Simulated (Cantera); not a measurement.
An adiabatic, constant-volume homogeneous reactor starts with CH4 : O2 : N2 = 1 : 0.76 : 4.42 (molar parts), equivalence ratio 2.6, at 1650 K and 2.20 bar.

Model: GRI-Mech 3.0 (53 species, 325 reactions), integrated in Cantera.

Q: Predict: time of steepest temperature rise; temperature at 6.00 s; equilibrium temperature; x(CH4) at 6.00 s; x(O2) at 6.00 s; x(HCN) at 6.00 s.

A: 
| Property | Value |
|---|---|
| time of steepest temperature rise | 0.302 ms |
| temperature at 6.00 s | 2439 K |
| equilibrium temperature | 2439 K |
| x(CH4) at 6.00 s | 1.08e-9 (gas-phase equilibrium 1.21e-9) |
| x(O2) at 6.00 s | 4.82e-7 (gas-phase equilibrium 4.82e-7) |
| x(HCN) at 6.00 s | 1.18e-6 (gas-phase equilibrium 1.18e-6) |
